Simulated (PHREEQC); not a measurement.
Dissolve 0.099 mol/kgw CdSO4, 0.00015 mol/kgw H3BO3 and 0.1 mol/kgw H2SO4 at 25 °C. Closed to the air; pH follows from the charge balance.

The numbers come from PHREEQC with the ion-association model, phreeqc.dat.

```
Property                  Result
-----------------  -------------
pH                          1.10
ionic strength     0.301 mol/kgw
activity of water          0.994
density              1.022 g/cm³
total alkalinity     -200 meq/kg
```

| species | molality | activity | log γ |
|---|---|---|---|
| H+ | 0.102 | 0.0794 | -0.107 |
| HSO4- | 0.0984 | 0.0722 | -0.135 |
| Cd+2 | 0.0494 | 0.0143 | -0.538 |
| SO4-2 | 0.0373 | 0.00935 | -0.601 |
| CdSO4 | 0.0360 | 0.0385 | 0.030 |
| Cd(SO4)2-2 | 0.0137 | 0.00395 | -0.538 |

No solid was allowed to form.
